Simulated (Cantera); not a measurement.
Charge: 1 mol Si, 0.11 mol CO2, 6.8 mol N2, held at 1 atm.

These are equilibrium values from Cantera (NASA tables, ideal gas, pure condensed phases), not measurements of a reactor. Candidate condensed phases: C, Si, SiC, SiO2, Si2N2O, Si3N4; 34 gas species. Mutual solubility and eutectic melting of coexisting phases are not modelled. The numbers say what is thermodynamically allowed, not how fast it happens. All values below are at 1600 K.

Base state: N2 1.000, CO 0.000452 (mole fractions); condensed: C(graphite) + Si2N2O(s) + Si3N4(s).

Question: What changes in the equilibrium state with this change: Si replaced by Si3N4?

Answer: 
```tsv
species	before	after
N2	1.000	1.000
CO	0.000452	0.000452
C(graphite), mol	0.107	0.107
Si2N2O(s), mol	0.217	0.217
Si3N4(s), mol	0.189	0.855
```

Question: What changes in the equilibrium state with this change: pressure from 1 atm to 0.0320 bar?

Answer: 
| species | before | after |
|---|---|---|
| N2 | 1.000 | 0.999 |
| CO | 0.000452 | 0.00107 |
| SiO | 5.53e-7 | 5.54e-5 |
| C(graphite), mol | 0.107 | 0 |
| Si2N2O(s), mol | 0.217 | 0.213 |
| Si3N4(s), mol | 0.189 | 0.157 |
| SiC(s), mol | 0 | 0.103 |
